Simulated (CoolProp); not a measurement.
A closed Brayton cycle with nitrogen: compressor inlet 333.15 K and 3.7 MPa, high pressure 9.04 MPa, turbine inlet 920 K, compressor efficiency 0.89, turbine efficiency 0.85, recuperator effectiveness 0 (on enthalpy, no pinch check). Each further row changes one setting.

Computed with CoolProp (reference Helmholtz-energy equation of state, Span 2000).

```
case                           thermal efficiency (%)  net work (kJ/kg)  compressor to turbine work  compressor exit (K)  turbine exit (K)
-----------------------------  ----------------------  ----------------  --------------------------  -------------------  ----------------
as stated                                        13.8              73.8                        0.61                443.1             756.6
turbine inlet 870 K                              13.3              63.4                        0.65                443.1             714.0
compressor inlet 343.15 K                        13.5              70.2                        0.63                456.2             756.6
high pressure 7.68 MPa                           11.8              65.8                        0.58                420.9             784.0
recuperator effectiveness 0.5                    20.3              73.8                        0.61                443.1             756.6
```
